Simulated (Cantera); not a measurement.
A Cantera script and what it prints.

```python
import numpy as np
import cantera as ct

gas_names = """
    C CN CO CO2 C2 CCN CNC C2N2 C2O C3 C3O2 C4 C4N2 C5 N NCO NO NO2 NO3 N2 N2O O O2 O3 Si SiC SiC2 SiN
    SiO SiO2 Si2 Si2C Si2N Si3
""".split()
cond_names = """
    C(gr) Si(cr) Si(L) SiC(b) SiO2(Lqz) SiO2(hqz) SiO2(L) Si2N2O(s) Si3N4(a)
""".split()


# ... load() reads the species with a 1 bar reference pressure and builds the phases ...
atoms = {
    'SiC': {'Si': 1, 'C': 1},
    'N2O': {'N': 2, 'O': 1},
    'N2': {'N': 2},
}
top_T = {'C(gr)': 4500, 'SiC(b)': 3050, 'Si2N2O(s)': 2100, 'Si3N4(a)': 2400}  # K; cautious upper limits of use, not melting points


# ... equilibrate(T, P, feed) seeds the gas with the atoms and calls Mixture.equilibrate('TP', solver="vcs", rtol=1e-11, max_steps=5000) ...
results = []
feed = {'SiC': 1, 'N2O': 0.014, 'N2': 520}  # mol
P = 0.59  # Pa
for T in [1073, 1148, 1223, 1298, 1373, 1448, 1523, 1598, 1673, 1748]:
    mix = equilibrate(T, P, feed)
    results.append((T, P, feed, dict(zip(mix.species_names, mix.species_moles))))
    x = sorted(zip(gas.X, gas.species_names), reverse=True)
    print(f"T = {T:g} K  P = {P:g} Pa  gas = {mix.phase_moles(0):.4g} mol")
    print("   x: " + "  ".join(f"{s} {v:.3e}" for v, s in x if v > 1e-05))
    print("   condensed (mol): " + ("  ".join(f"{mix.phase(i).name} {mix.phase_moles(i):.4g}"
          for i in range(1, mix.n_phases) if mix.phase_moles(i) > 1e-12) or "none"))
```

Result:

```
T = 1073 K  P = 0.59 Pa  gas = 520 mol
   x: N2 1.000e+00  CO 1.795e-05
   condensed (mol): SiC(b) 0.9907  Si2N2O(s) 0.004665
T = 1148 K  P = 0.59 Pa  gas = 520 mol
   x: N2 1.000e+00  CO 1.788e-05
   condensed (mol): SiC(b) 0.9907  Si2N2O(s) 0.004592
T = 1223 K  P = 0.59 Pa  gas = 520 mol
   x: N2 1.000e+00  CO 2.136e-05
   condensed (mol): SiC(b) 0.9889  Si3N4(a) 0.002734
T = 1298 K  P = 0.59 Pa  gas = 520 mol
   x: N2 1.000e+00  CO 1.383e-05  SiO 1.309e-05
   condensed (mol): SiC(b) 0.9928
T = 1373 K  P = 0.59 Pa  gas = 520 mol
   x: N2 1.000e+00  CO 1.676e-05  SiO 1.016e-05
   condensed (mol): SiC(b) 0.9913
T = 1448 K  P = 0.59 Pa  gas = 520 mol
   x: N2 1.000e+00  CO 2.468e-05  Si 2.231e-05
   condensed (mol): SiC(b) 0.9872
T = 1523 K  P = 0.59 Pa  gas = 520 mol
   x: N2 9.999e-01  CO 2.685e-05  Si 2.677e-05
   condensed (mol): SiC(b) 0.9859
T = 1598 K  P = 0.59 Pa  gas = 520.1 mol
   x: N2 9.998e-01  Si 1.655e-04  CO 2.684e-05
   condensed (mol): C(gr) 0.07209  SiC(b) 0.9128
T = 1673 K  P = 0.59 Pa  gas = 520.5 mol
   x: N2 9.990e-01  Si 9.461e-04  CO 2.680e-05
   condensed (mol): C(gr) 0.478  SiC(b) 0.4983
T = 1748 K  P = 0.59 Pa  gas = 521 mol
   x: N2 9.981e-01  Si 1.884e-03  CO 2.682e-05  SiC2 2.009e-05
   condensed (mol): C(gr) 0.959
```

Cantera equilibrium calculation (NASA polynomials, part measured and part estimated; ideal gas, pure solids and liquids). Mutual solubility and eutectic melting of coexisting phases are not modelled.
